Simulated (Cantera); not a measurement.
A Cantera script and its output.

```python
import numpy as np
import cantera as ct

gas = ct.Solution("gri30.yaml")


def delay(T, t_max=10):
    gas.TPX = T, 100000, {'H2': 1, 'O2': 0.357, 'N2': 1.34}
    reactor = ct.IdealGasReactor(gas, clone=False)
    net = ct.ReactorNet([reactor])
    net.rtol, net.atol = 1e-8, 1e-16
    while net.time < t_max:
        t_old, T_old = net.time, reactor.T
        net.step()
        if reactor.T > T + 400:  # ignition: a rise of 400 K
            return t_old + (T + 400 - T_old) / (reactor.T - T_old) * (net.time - t_old)
    return np.nan


taus = []
for T in [1150, 1225, 1300, 1375, 1450, 1525, 1600, 1675, 1750, 1825]:
    taus.append(delay(T))
    print(f"T0 = {T:6g} K   tau = {taus[-1]:.4e} s")
```

It prints:

```
T0 =   1150 K   tau = 6.2466e-05 s
T0 =   1225 K   tau = 4.0445e-05 s
T0 =   1300 K   tau = 2.8594e-05 s
T0 =   1375 K   tau = 2.1554e-05 s
T0 =   1450 K   tau = 1.7173e-05 s
T0 =   1525 K   tau = 1.4405e-05 s
T0 =   1600 K   tau = 1.2677e-05 s
T0 =   1675 K   tau = 1.1660e-05 s
T0 =   1750 K   tau = 1.1162e-05 s
T0 =   1825 K   tau = 1.1063e-05 s
```

Model: GRI-Mech 3.0 (53 species, 325 reactions), integrated in Cantera. Where the delays flatten at high temperature, the 400 K rule measures the pace of heat release, not the induction time.
